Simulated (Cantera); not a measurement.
Input (Python, Cantera) and output of one run.

```python
import numpy as np
import cantera as ct

gas_names = """
    F F2 H HF H2 H2F2 H3F3 H4F4 H5F5 H6F6 H7F7 N NF NF2 NF3 NH NH2 NH3 N2 N2H2 N2H4 Si SiF SiF2 SiF3
    SiF4 SiH SiHF3 SiH2 SiH2F2 SiH3 SiH3F SiH4 SiN Si2 Si2N Si3
""".split()
cond_names = """
    Si(cr) Si(L) Si3N4(a)
""".split()


def load(file, names, dense=False):
    # The tables refer to 1 bar. Condensed volumes are neglected.
    table = {s.name: s for s in ct.Species.list_from_file(file)}
    out = []
    for n in names:
        d = dict(table[n].input_data)
        d["thermo"] = dict(d["thermo"], **{"reference-pressure": 1e5})
        if dense:
            d["equation-of-state"] = {"model": "constant-volume", "density": "1e6 g/cm^3"}
        out.append(ct.Species.from_dict(d))
    return out


gas = ct.Solution(thermo="ideal-gas", species=load("nasa_gas.yaml", gas_names))
cond = {s.name: ct.Solution(thermo="fixed-stoichiometry", species=[s], name=s.name)
        for s in load("nasa_condensed.yaml", cond_names, dense=True)}
atoms = {
    'Si3N4': {'Si': 3, 'N': 4},
    'HF': {'H': 1, 'F': 1},
    'N2': {'N': 2},
    'F2': {'F': 2},
}
top_T = {'Si3N4(a)': 2400}  # K; cautious upper limits of use, not melting points


def equilibrate(T, P, feed):
    n = {}
    for name, mol in feed.items():
        for a, k in atoms[name].items():
            n[a] = n.get(a, 0.0) + k * mol
    gas.TPX = T, P, n
    mass = sum(n.values()) * gas.mean_molecular_weight
    gas.equilibrate("TP")
    valid = [c for c in cond.values() if c.min_temp <= T <= top_T.get(c.name, c.max_temp)]
    mix = ct.Mixture([(gas, mass / gas.mean_molecular_weight)] + [(c, 0.0) for c in valid])
    mix.T, mix.P = T, P
    mix.equilibrate("TP", solver="vcs", rtol=1e-11, max_steps=5000)
    return mix


results = []
feed = {'Si3N4': 1, 'HF': 8.5, 'N2': 1.7, 'F2': 1.5}  # mol
T = 948  # K
P = 310  # Pa
mix = equilibrate(T, P, feed)
results.append((T, P, feed, dict(zip(mix.species_names, mix.species_moles))))
print(gas.report(threshold=0.0001))
for i in range(1, mix.n_phases):
    print(f"{mix.phase(i).name:16s} {mix.phase_moles(i):12.5e} mol")
```

Output:

```
       temperature   948 K
          pressure   310 Pa
           density   0.0014977 kg/m^3
  mean mol. weight   38.081 kg/kmol
   phase of matter   gas

                          1 kg             1 kmol
                     ---------------   ---------------
          enthalpy       -1.0552e+07       -4.0184e+08  J
   internal energy       -1.0759e+07       -4.0972e+08  J
           entropy            7930.7        3.0201e+05  J/K
    Gibbs function        -1.807e+07       -6.8814e+08  J
 heat capacity c_p              1314             50038  J/K
 heat capacity c_v            1095.7             41724  J/K

                      mass frac. Y      mole frac. X     chem. pot. / RT
                     ---------------   ---------------   ---------------
                HF        0.00027559        0.00052457           -70.464
                H2          0.020926           0.39529           -24.079
                N2           0.24764           0.33663           -31.591
              SiF4           0.73073           0.26737           -250.88
             SiHF3        0.00039987        0.00017688           -204.49
     [  +32 minor]        3.2745e-05        1.4975e-05

Si(cr)            0.00000e+00 mol
Si3N4(a)          4.19648e-02 mol
```

Method: chemical equilibrium by Gibbs-energy minimisation in Cantera with the NASA 1993 tables (ideal gas, pure condensed phases). The tables' values for SiF3 are old estimates; treat these amounts as uncertain.
